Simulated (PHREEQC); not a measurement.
A solution holds 0.093 mmol/kgw CaSO4, 0.039 mmol/kgw Na2CO3 and 0.00016 mmol/kgw H4SiO4, at 53 °C. Closed to the air; pH follows from the charge balance.

The numbers come from PHREEQC with the ion-association model, phreeqc.dat.

pH: 8.74
ionic strength: 0.000444 mol/kgw
total alkalinity: 0.0780 meq/kg

```json
[
 {"species": "SO4-2", "molality": "9.15e-5", "activity": "8.27e-5", "log γ": "-0.044"},
 {"species": "Ca+2", "molality": "9.11e-5", "activity": "8.23e-5", "log γ": "-0.044"},
 {"species": "Na+", "molality": "7.79e-5", "activity": "7.60e-5", "log γ": "-0.011"},
 {"species": "OH-", "molality": "3.72e-5", "activity": "3.62e-5", "log γ": "-0.011"},
 {"species": "HCO3-", "molality": "3.69e-5", "activity": "3.60e-5", "log γ": "-0.011"},
 {"species": "CO3-2", "molality": "1.51e-6", "activity": "1.37e-6", "log γ": "-0.044"},
 {"species": "CaSO4", "molality": "1.47e-6", "activity": "1.47e-6", "log γ": "0.000"}
]
```

Precipitation was switched off in this run. Constants without temperature data keep their 25 °C values here.
